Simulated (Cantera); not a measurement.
A perfectly stirred reactor is fed with CH4 : H2 : H = 0.023 : 1 : 0.15 (molar parts), at 0.0132 atm; it is held at 2550 K, and followed from long to short residence time.

Model: GRI-Mech 3.0 (53 species, 325 reactions), integrated in Cantera. GRI-Mech 3.0 stops at C3 and has no aromatics, soot or wall deposition, so with more carbon than oxygen in the feed, carbon stays in small species such as C2H2 where larger ones or solid carbon would form. Radical loss at walls, strong at low pressure, is not modelled.

x: mole fraction; the columns are a selection and need not sum to one.

```csv
τ (s),x CH4,x H2,x H,x CH3,x C2H
0.69,7.81e-6,0.796,0.195,3.34e-5,0.000175
0.31,(withheld),0.822,(withheld),(withheld),(withheld)
0.14,4.23e-5,0.848,0.142,0.000124,0.000123
0.061,9.54e-5,0.868,0.122,0.000234,0.000104
0.027,0.000187,0.880,0.110,0.000406,9.17e-5
0.012,0.000331,0.886,0.104,0.000668,8.38e-5
0.0054,0.000548,0.889,0.100,0.00106,7.78e-5
0.0024,0.000882,0.890,0.0989,0.00165,7.20e-5
0.0011,(withheld),0.889,0.0989,(withheld),(withheld)
0.00048,0.00210,0.887,0.1000,0.00376,5.62e-5
```

Q: Some entries are withheld; supply them.

A: 
- 0.31, x CH4: 1.78e-5
- 0.31, x H: 0.168
- 0.31, x CH3: 6.37e-5
- 0.31, x C2H: 0.000149
- 0.0011, x CH4: 0.00136
- 0.0011, x CH3: 0.00249
- 0.0011, x C2H: 6.54e-5
